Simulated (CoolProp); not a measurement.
Vapour-liquid equilibrium of R152A (1) + isobutene (2) at -25.05 °C; x and y are mole fractions of (1).

Computed with CoolProp (multi-fluid Helmholtz-energy mixture model, Outcalt 1996 and Lemmon 2005; pair parameters Bell 2016).

```tsv
x	bubble pressure, mixture model (bar)	bubble pressure, Raoult's law (bar)	y, mixture model	y, Raoult's law
0.05	0.5854	0.4959	0.229	0.098
0.2	…	0.5705	…	0.339
0.35	0.9073	0.6450	…	0.525
0.5	…	0.7195	0.668	0.673
0.65	0.9996	0.7941	…	0.792
0.8	1.014	0.8686	…	0.892
0.95	0.9916	0.9431	…	0.975
```

Question: Some entries are withheld; supply them.

Answer: 
- 0.2, bubble pressure, mixture model (bar): 0.8004
- 0.2, y, mixture model: 0.499
- 0.35, y, mixture model: 0.603
- 0.5, bubble pressure, mixture model (bar): 0.9653
- 0.65, y, mixture model: 0.726
- 0.8, y, mixture model: 0.802
- 0.95, y, mixture model: 0.931

The largest gap from Raoult's law is +40.7 % in bubble pressure, at x = 0.35. y crosses x between x = 0.8 and 0.95: the model has an azeotrope there.

Pair parameters are fitted to limited data, so mixtures are less certain than the pure fluids.
